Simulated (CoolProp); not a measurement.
Properties of R1233zd(E) along the isobar 0.476 MPa (Tc = 438.9 K, pc = 3.583 MPa, ω = 0.304).

Values from CoolProp's reference Helmholtz-energy equation of state, Akasaka 2022.

```
T (K)  phase  density (kg/m³)  cp (kJ/(kg K))  Joule-Thomson coefficient (K/MPa)  isothermal compressibility (1/MPa)
-----  -----  ---------------  --------------  ---------------------------------  ----------------------------------
363.9    gas            22.73          0.9362                              18.90                               2.348
370.5    gas            22.17          0.9401                              17.76                               2.328
377.2    gas            21.63          0.9444                              16.71                               2.310
383.8    gas            21.14          0.9490                              15.78                               2.295
390.4    gas            20.68          0.9537                              14.92                               2.281
397      gas            20.24          0.9585                              14.14                               2.268
403.6    gas            19.82          0.9636                              13.43                               2.257
410.3    gas            19.42          0.9687                              12.76                               2.247
416.9    gas            19.04          0.9739                              12.15                               2.238
423.5    gas            18.68          0.9792                              11.59                               2.229
430.1    gas            18.33          0.9845                              11.07                               2.221
436.8    gas            18.00          0.9899                              10.58                               2.214
443.4    gas            17.68          0.9952                              10.13                               2.207
450      gas            17.38           1.001                              9.706                               2.201
```
